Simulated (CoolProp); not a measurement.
A simple Rankine cycle with n-perfluorobutane: condensing at 324.15 K, boiler at 1.51 MPa, turbine inlet 405.6 K, turbine efficiency 0.65, pump efficiency 0.6, no recuperator. Each further row changes one setting.

The numbers come from the reference Helmholtz-energy equation of state, Gao 2022 in CoolProp.

```json
[
 {"case": "as stated", "thermal efficiency (%)": "4.4", "net work (kJ/kg)": "6.40", "heat in (kJ/kg)": "147", "turbine exit temperature (K)": "___", "volume ratio over the turbine": "2.96"},
 {"case": "turbine inlet 425.6 K", "thermal efficiency (%)": "___", "net work (kJ/kg)": "___", "heat in (kJ/kg)": "___", "turbine exit temperature (K)": "410.8", "volume ratio over the turbine": "2.86"},
 {"case": "condensing temperature 316.15 K", "thermal efficiency (%)": "___", "net work (kJ/kg)": "___", "heat in (kJ/kg)": "___", "turbine exit temperature (K)": "387.5", "volume ratio over the turbine": "3.72"},
 {"case": "boiler pressure 1.06 MPa", "thermal efficiency (%)": "2.9", "net work (kJ/kg)": "4.44", "heat in (kJ/kg)": "151", "turbine exit temperature (K)": "396.7", "volume ratio over the turbine": "1.95"},
 {"case": "turbine efficiency 0.55", "thermal efficiency (%)": "3.6", "net work (kJ/kg)": "5.24", "heat in (kJ/kg)": "147", "turbine exit temperature (K)": "391.3", "volume ratio over the turbine": "2.97"}
]
```

Some entries are withheld; supply them.


- as stated, turbine exit temperature (K): 390.1
- turbine inlet 425.6 K, thermal efficiency (%): 4.2
- turbine inlet 425.6 K, net work (kJ/kg): 7.03
- turbine inlet 425.6 K, heat in (kJ/kg): 168
- condensing temperature 316.15 K, thermal efficiency (%): 5.2
- condensing temperature 316.15 K, net work (kJ/kg): 8.05
- condensing temperature 316.15 K, heat in (kJ/kg): 156
